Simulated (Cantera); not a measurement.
## Ignition delay

Mixture: CH4 : C2H6 : C3H8 : O2 : N2 = 1 : 0.3 : 0.18 : 8.4 : 46.2 (molar parts), equivalence ratio 0.47, at 0.987 atm, adiabatic and at constant volume. Ignition delay is the time to a rise of 400 K.

Cantera simulation using GRI-Mech 3.0 (53 species, 325 reactions); the numbers are that mechanism's predictions, not measurements. GRI-Mech 3.0 was tuned for natural gas; its chemistry of propane as a main component is partial and can be far from experiment.

| T0 (K) | delay (ms) |
|---|---|
| 1275 | 0.831 |
| 1350 | 0.371 |
| 1425 | 0.186 |
| 1500 | 0.102 |
| 1575 | 0.0619 |
| 1650 | 0.0404 |
| 1725 | 0.0282 |

| Quantity | Result |
|---|---|
| apparent activation energy between 1575 and 1725 K | 120 kJ/mol |
